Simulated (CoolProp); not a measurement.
Values from CoolProp's reference Helmholtz-energy equation of state, Lemmon 2016.

Q: Give the vapour pressure (kPa), liquid density (kg/m³), liquid cp (kJ/(kg K)), surface tension (mN/m) of saturated R227EA at 251.5, 289.6, 302.4 K.

A: 
```csv
T (K),p (kPa),liquid density (kg/m³),liquid cp (kJ/(kg K)),surface tension (mN/m)
251.5,80.1,1560,1.07,12.7
289.6,347,1420,1.16,8.03
302.4,517,1370,1.20,6.55
```

Surface tension comes from a separate correlation (Mulero 2012).
